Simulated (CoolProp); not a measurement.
Vapour-liquid equilibrium of CH2F2 (R32) (1) + R1234yf (2) at 21.85 °C; x and y are mole fractions of (1).

Model: multi-fluid Helmholtz-energy mixture model, Tillner-Roth 1997 and Lemmon 2022; pair parameters Bell 2023, in CoolProp.

```csv
x,bubble pressure (bar),y at the bubble point,dew pressure at overall composition x (bar),liquid density (mol/L)
0.05,6.915,0.126,6.497,9.890
0.2,8.851,0.392,7.377,10.62
0.35,10.58,0.560,8.488,11.49
0.5,12.05,0.679,9.907,12.55
0.65,13.30,0.775,11.68,13.87
0.8,14.37,0.865,13.62,15.57
0.95,15.27,0.963,15.17,17.81
```

No azeotrope shows between x = 0.05 and 0.95.

The pair parameters rest on a limited set of measurements; away from them the model extrapolates.
